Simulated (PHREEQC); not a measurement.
1 kg of water holding 0.35 mol KCl, 0.024 mol NaCl and 0.16 mol Na2SO4 is evaporated at 20 °C; the solids stay in contact with the brine. The system is closed to CO2. The run lets Arcanite, Glaserite, Halite, Mirabilite, Misenite, Sylvite, Thenardite precipitate or redissolve, and no other solid.

Base run: PHREEQC, Pitzer model, pitzer.dat. Each further column changes one thing. The table gives water activity.

```json
[
 {"H2O removed (mol)": "0", "base": "0.982", "temperature from 20 to 25 °C": "0.982", "temperature from 20 to 75 °C": "0.982"},
 {"H2O removed (mol)": "24.69", "base": "0.968", "temperature from 20 to 25 °C": "0.968", "temperature from 20 to 75 °C": "0.968"},
 {"H2O removed (mol)": "34.69", "base": "0.953", "temperature from 20 to 25 °C": "0.953", "temperature from 20 to 75 °C": "0.952"},
 {"H2O removed (mol)": "43.95", "base": "0.917", "temperature from 20 to 25 °C": "0.916", "temperature from 20 to 75 °C": "___"},
 {"H2O removed (mol)": "47.7", "base": "0.890", "temperature from 20 to 25 °C": "0.888", "temperature from 20 to 75 °C": "___"},
 {"H2O removed (mol)": "51.17", "base": "0.812", "temperature from 20 to 25 °C": "0.812", "temperature from 20 to 75 °C": "___"},
 {"H2O removed (mol)": "52.58", "base": "0.731", "temperature from 20 to 25 °C": "0.725", "temperature from 20 to 75 °C": "___"},
 {"H2O removed (mol)": "53.88", "base": "0.722", "temperature from 20 to 25 °C": "0.719", "temperature from 20 to 75 °C": "0.682"},
 {"H2O removed (mol)": "54.41", "base": "0.722", "temperature from 20 to 25 °C": "0.719", "temperature from 20 to 75 °C": "0.682"},
 {"H2O removed (mol)": "54.9", "base": "0.722", "temperature from 20 to 25 °C": "0.719", "temperature from 20 to 75 °C": "0.682"}
]
```

Q: Complete the blanks.

A: 
- 43.95, temperature from 20 to 75 °C: 0.913
- 47.7, temperature from 20 to 75 °C: 0.873
- 51.17, temperature from 20 to 75 °C: 0.801
- 52.58, temperature from 20 to 75 °C: 0.718

 At this temperature some constants are extrapolated from 25 °C, and those without enthalpy data are left unchanged.
